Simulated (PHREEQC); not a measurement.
Solution (25 °C): 0.65 mol/kgw Cu(NO3)2, 0.0054 mol/kgw H2SO4 and 0.0019 mol/kgw H3BO3. Closed to the air; pH follows from the charge balance.

The numbers come from PHREEQC with the ion-association model, wateq4f.dat.

Precipitation was switched off in this run.

### Question
What pH does the model give?

### Answer
pH 2.12.

### Question
In which forms is S present?

### Answer
CuSO4 59 %, SO4-2 36 %, HSO4- 5.1 % of the S.

Ionic strength above about 0.7 mol/kgw puts this run outside the model's range. Complexes and solids missing from the database can't appear.
